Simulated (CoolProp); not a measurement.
Vapour pressure (bar) of R152A: the reference equation beside estimates from Tc = 386.4 K, pc = 45.17 bar, ω = 0.275. Clausius-Clapeyron is anchored at 342.2 K with a constant enthalpy of vaporisation of 14.07 kJ/mol.

Computed with CoolProp (reference Helmholtz-energy equation of state, Outcalt 1996). It is a modified Benedict-Webb-Rubin equation, recast in Helmholtz form.

```json
[
 {"T (K)": "307.7", "reference": "7.840", "Lee-Kesler": "7.917", "Clausius-Clapeyron": "10.61", "van der Waals": "16.95", "Redlich-Kwong": "10.75", "Soave-Redlich-Kwong": "7.951", "Peng-Robinson": "7.851"},
 {"T (K)": "316.3", "reference": "9.882", "Lee-Kesler": "9.975", "Clausius-Clapeyron": "12.32", "van der Waals": "19.24", "Redlich-Kwong": "13.05", "Soave-Redlich-Kwong": "10.04", "Peng-Robinson": "9.908"},
 {"T (K)": "325", "reference": "12.33", "Lee-Kesler": "12.43", "Clausius-Clapeyron": "14.22", "van der Waals": "21.74", "Redlich-Kwong": "15.69", "Soave-Redlich-Kwong": "12.55", "Peng-Robinson": "12.38"},
 {"T (K)": "333.6", "reference": "15.17", "Lee-Kesler": "15.28", "Clausius-Clapeyron": "16.26", "van der Waals": "24.41", "Redlich-Kwong": "18.65", "Soave-Redlich-Kwong": "15.45", "Peng-Robinson": "15.25"},
 {"T (K)": "342.2", "reference": "18.47", "Lee-Kesler": "18.58", "Clausius-Clapeyron": "18.47", "van der Waals": "27.27", "Redlich-Kwong": "21.96", "Soave-Redlich-Kwong": "18.82", "Peng-Robinson": "18.59"},
 {"T (K)": "350.9", "reference": "22.33", "Lee-Kesler": "22.45", "Clausius-Clapeyron": "20.88", "van der Waals": "30.36", "Redlich-Kwong": "25.68", "Soave-Redlich-Kwong": "22.75", "Peng-Robinson": "22.50"},
 {"T (K)": "359.5", "reference": "26.73", "Lee-Kesler": "26.84", "Clausius-Clapeyron": "23.43", "van der Waals": "33.62", "Redlich-Kwong": "29.75", "Soave-Redlich-Kwong": "27.19", "Peng-Robinson": "26.95"},
 {"T (K)": "368.1", "reference": "31.76", "Lee-Kesler": "31.88", "Clausius-Clapeyron": "26.16", "van der Waals": "37.09", "Redlich-Kwong": "34.22", "Soave-Redlich-Kwong": "32.23", "Peng-Robinson": "32.02"},
 {"T (K)": "376.8", "reference": "37.60", "Lee-Kesler": "37.71", "Clausius-Clapeyron": "29.08", "van der Waals": "40.81", "Redlich-Kwong": "39.18", "Soave-Redlich-Kwong": "37.98", "Peng-Robinson": "37.84"}
]
```

Absolute difference from the reference over all 9 rows, mean and median: Lee-Kesler 0.6 and 0.6 %, Clausius-Clapeyron 15.7 and 15.3 %, van der Waals 53.6 and 47.6 %, Redlich-Kwong 19.6 and 18.9 %, Soave-Redlich-Kwong 1.6 and 1.7 %, Peng-Robinson 0.6 and 0.6 %.
